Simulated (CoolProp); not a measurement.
Vapour-liquid equilibrium of R125 (1) + fluoroethane (R161) (2) at 305.8 K; x and y are mole fractions of (1).

Computed with CoolProp (multi-fluid Helmholtz-energy mixture model, Lemmon 2005 and Wu 2012; pair parameters Bell 2016).

Question: Give the bubble pressure and the first vapour's composition at x = 0.05, 0.8, 0.875. Is there an azeotrope?

Answer: x = 0.05: 11.53 bar, y = 0.063; x = 0.8: 15.93 bar, y = 0.836; x = 0.875: 16.28 bar, y = 0.896. No azeotrope shows between x = 0.05 and 0.95.

The pair parameters rest on a limited set of measurements; away from them the model extrapolates. The gap from Raoult's law changes sign with composition, which may be real or a fault of the pair parameters; it wasn't checked against measurements.
